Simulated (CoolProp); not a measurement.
Vapour-liquid equilibrium of R125 (1) + R115 (2) at -21.65 °C; x and y are mole fractions of (1).

Model: multi-fluid Helmholtz-energy mixture model, Lemmon 2005 and Lemmon 2016; pair parameters Bell 2016, in CoolProp.

**Question.** Give the bubble pressure and the first vapour's composition at x = 0.35, 0.5, 0.725. Is there an azeotrope?

**Answer.** x = 0.35: 0.2912 MPa, y = 0.485; x = 0.5: 0.3085 MPa, y = 0.595; x = 0.725: 0.3225 MPa, y = 0.748. y crosses x between x = 0.8 and 0.875: the model has an azeotrope there.

The pair parameters rest on a limited set of measurements; away from them the model extrapolates.
